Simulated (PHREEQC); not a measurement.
# Brine: an equilibrium model

A solution holds 0.12 mol NaCl, 8.4e-05 mol MnCl2 and 2e-07 mol H4SiO4 per kg of water, at 61 °C. Closed to the air; pH follows from the charge balance.

The numbers come from PHREEQC with the ion-association model, phreeqc.dat.

Each row changes one thing in this solution. No solid was allowed to form.

| case | pH | H3SiO4- (mol/kgw) | SI of Quartz (SiO2) |
|---|---|---|---|
| as made | 6.46 | 3.20e-10 | -3.18 |
| MnCl2 replaced by CdCl2 at the same molality | 6.42 | 2.96e-10 | -3.18 |
| NaCl replaced by LiCl at the same molality | 6.46 | 3.20e-10 | -3.18 |
| NaCl left out | 6.44 | 2.28e-10 | -3.19 |
| 0.0039 mol/kgw KCl added | 6.46 | 3.21e-10 | -3.18 |
| H4SiO4 replaced by K2SiO3 at the same molality | 6.65 | 5.00e-10 | -3.18 |
| temperature from 61 to 45 °C | 6.66 | 3.43e-10 | -2.98 |

At this temperature some constants are extrapolated from 25 °C, and those without enthalpy data are left unchanged.
